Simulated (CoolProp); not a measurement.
Vapour-liquid equilibrium of n-heptane (1) + n-dodecane (2) at 120.25 °C; x and y are mole fractions of (1).

Computed with CoolProp (multi-fluid Helmholtz-energy mixture model, Span 2003 and Lemmon 2004; pair parameters Bell 2016).

**Question.** Give the bubble pressure and the first vapour's composition at x = 0.45, 0.65, 0.75. Is there an azeotrope?

**Answer.** x = 0.45: 0.08427 MPa, y = 0.965; x = 0.65: 0.1205 MPa, y = 0.984; x = 0.75: 0.1385 MPa, y = 0.989. No azeotrope shows between x = 0.05 and 0.95.

Pair parameters are fitted to limited data, so mixtures are less certain than the pure fluids.
